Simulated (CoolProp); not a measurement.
Properties of n-perfluorobutane along the isotherm 366.2 K.

The numbers come from the reference Helmholtz-energy equation of state, Gao 2022 in CoolProp.

```json
[
 {"p (bar)": "4.15", "phase": "gas", "Z": "0.9261", "Joule-Thomson coefficient (K/MPa)": "8.992", "isothermal compressibility (1/MPa)": "2.617", "expansivity (1/kK)": "3.547"},
 {"p (bar)": "8.29", "phase": "gas", "Z": "0.8388", "Joule-Thomson coefficient (K/MPa)": "10.82", "isothermal compressibility (1/MPa)": "1.485", "expansivity (1/kK)": "4.981"},
 {"p (bar)": "12.4", "phase": "gas", "Z": "0.7281", "Joule-Thomson coefficient (K/MPa)": "14.23", "isothermal compressibility (1/MPa)": "1.243", "expansivity (1/kK)": "8.261"},
 {"p (bar)": "16.6", "phase": "liquid", "Z": "0.1147", "Joule-Thomson coefficient (K/MPa)": "1.496", "isothermal compressibility (1/MPa)": "0.05656", "expansivity (1/kK)": "9.498"},
 {"p (bar)": "20.7", "phase": "liquid", "Z": "0.1401", "Joule-Thomson coefficient (K/MPa)": "1.161", "isothermal compressibility (1/MPa)": "0.04336", "expansivity (1/kK)": "7.836"},
 {"p (bar)": "24.9", "phase": "liquid", "Z": "0.1658", "Joule-Thomson coefficient (K/MPa)": "0.9353", "isothermal compressibility (1/MPa)": "0.03531", "expansivity (1/kK)": "6.780"},
 {"p (bar)": "29", "phase": "liquid", "Z": "0.1906", "Joule-Thomson coefficient (K/MPa)": "0.7774", "isothermal compressibility (1/MPa)": "0.03006", "expansivity (1/kK)": "6.064"},
 {"p (bar)": "33.2", "phase": "liquid", "Z": "0.2156", "Joule-Thomson coefficient (K/MPa)": "0.6542", "isothermal compressibility (1/MPa)": "0.02617", "expansivity (1/kK)": "5.518"},
 {"p (bar)": "37.3", "phase": "liquid", "Z": "0.2398", "Joule-Thomson coefficient (K/MPa)": "0.5589", "isothermal compressibility (1/MPa)": "0.02330", "expansivity (1/kK)": "5.103"},
 {"p (bar)": "41.5", "phase": "liquid", "Z": "0.2644", "Joule-Thomson coefficient (K/MPa)": "0.4792", "isothermal compressibility (1/MPa)": "0.02098", "expansivity (1/kK)": "4.759"},
 {"p (bar)": "45.6", "phase": "liquid", "Z": "0.2881", "Joule-Thomson coefficient (K/MPa)": "0.4143", "isothermal compressibility (1/MPa)": "0.01915", "expansivity (1/kK)": "4.482"},
 {"p (bar)": "49.8", "phase": "liquid", "Z": "0.3122", "Joule-Thomson coefficient (K/MPa)": "0.3578", "isothermal compressibility (1/MPa)": "0.01760", "expansivity (1/kK)": "4.242"},
 {"p (bar)": "53.9", "phase": "liquid", "Z": "0.3356", "Joule-Thomson coefficient (K/MPa)": "0.3102", "isothermal compressibility (1/MPa)": "0.01633", "expansivity (1/kK)": "4.040"},
 {"p (bar)": "58.1", "phase": "liquid", "Z": "0.3594", "Joule-Thomson coefficient (K/MPa)": "0.2676", "isothermal compressibility (1/MPa)": "0.01521", "expansivity (1/kK)": "3.861"}
]
```
